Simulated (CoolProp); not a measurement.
Vapour-liquid equilibrium of ethylene (1) + isobutane (2) at -25.55 °C; x and y are mole fractions of (1).

Values from CoolProp's multi-fluid Helmholtz-energy mixture model, Smukala 2000 and Bücker 2006; pair parameters Bell 2016.

Q: Give the bubble pressure and the first vapour's composition at x = 0.05, 0.45, 0.75. Is there an azeotrope?

A: x = 0.05: 133.5 kPa, y = 0.582; x = 0.45: 857.5 kPa, y = 0.951; x = 0.75: 1524 kPa, y = 0.983. No azeotrope shows between x = 0.05 and 0.95.

The pair parameters rest on a limited set of measurements; away from them the model extrapolates.
